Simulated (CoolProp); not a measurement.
Values from CoolProp's reference Helmholtz-energy equation of state, de Reuck 1993.

Task: For methanol, give the phase and the density (kg/m³), conductivity (mW/(m K)) at 277.6 K and 0.515 MPa; 330 K and 0.515 MPa.

Result: 
- 277.6 K and 0.515 MPa: liquid; density 806, conductivity 204
- 330 K and 0.515 MPa: liquid; density 756, conductivity 194

Thermal conductivity comes from a separate model (Sykioti 2013).
